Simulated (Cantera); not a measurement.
A Cantera script and what it prints.

```python
import numpy as np
import cantera as ct

gas_names = """
    H H2 Pb Pb2
""".split()
cond_names = """
    Pb(cr) Pb(L)
""".split()


def load(file, names, dense=False):
    # The tables refer to 1 bar. Condensed volumes are neglected.
    table = {s.name: s for s in ct.Species.list_from_file(file)}
    out = []
    for n in names:
        d = dict(table[n].input_data)
        d["thermo"] = dict(d["thermo"], **{"reference-pressure": 1e5})
        if dense:
            d["equation-of-state"] = {"model": "constant-volume", "density": "1e6 g/cm^3"}
        out.append(ct.Species.from_dict(d))
    return out


gas = ct.Solution(thermo="ideal-gas", species=load("nasa_gas.yaml", gas_names))
cond = {s.name: ct.Solution(thermo="fixed-stoichiometry", species=[s], name=s.name)
        for s in load("nasa_condensed.yaml", cond_names, dense=True)}
atoms = {
    'Pb': {'Pb': 1},
    'H2': {'H': 2},
}
top_T = {}  # K; cautious upper limits of use, not melting points


def equilibrate(T, P, feed):
    n = {}
    for name, mol in feed.items():
        for a, k in atoms[name].items():
            n[a] = n.get(a, 0.0) + k * mol
    gas.TPX = T, P, n
    mass = sum(n.values()) * gas.mean_molecular_weight
    gas.equilibrate("TP")
    valid = [c for c in cond.values() if c.min_temp <= T <= top_T.get(c.name, c.max_temp)]
    mix = ct.Mixture([(gas, mass / gas.mean_molecular_weight)] + [(c, 0.0) for c in valid])
    mix.T, mix.P = T, P
    mix.equilibrate("TP", solver="vcs", rtol=1e-11, max_steps=5000)
    return mix


results = []
feed = {'Pb': 1, 'H2': 4.2}  # mol
P = 42  # Pa
for T in [548, 648, 748, 848, 948, 1048, 1148, 1248, 1348, 1448]:
    mix = equilibrate(T, P, feed)
    results.append((T, P, feed, dict(zip(mix.species_names, mix.species_moles))))

top = {s: max(r[3][s] / sum(r[3][g] for g in gas_names) for r in results) for s in gas_names}
cols = sorted((s for s in top if top[s] > 0.0001), key=lambda s: -top[s])[:6]
seen = [c for c in cond_names if any(r[3].get(c, 0) > 1e-12 for r in results)]
print("log10 of partial pressures in bar; condensed amounts in mol")
print(f"{'T/K':>10s}" + "".join(f"{s[:9]:>10s}" for s in cols + seen))
for T, P, feed, n in results:
    ng = sum(n[g] for g in gas_names)
    print(f"{T:10.4g}" + "".join(f"{np.log10(max(n[s] / ng * P / 1e5, 1e-99)):10.3f}" for s in cols)
          + "".join(f"{n.get(c, 0):10.4g}" for c in seen))
```

Output:

```
log10 of partial pressures in bar; condensed amounts in mol
       T/K        H2        Pb         H    Pb(cr)     Pb(L)
       548    -3.377   -12.883   -19.838         1         0
       648    -3.377   -10.075   -16.605         0         1
       748    -3.377    -8.058   -14.229         0    0.9999
       848    -3.377    -6.524   -12.409         0     0.997
       948    -3.382    -5.320   -10.971         0    0.9516
      1048    -3.426    -4.350    -9.825         0    0.4999
      1148    -3.470    -4.093    -8.880         0         0
      1248    -3.470    -4.093    -8.065         0         0
      1348    -3.470    -4.093    -7.370         0         0
      1448    -3.470    -4.093    -6.770         0         0
```

Method: chemical equilibrium by Gibbs-energy minimisation in Cantera with the NASA 1993 tables (ideal gas, pure condensed phases).
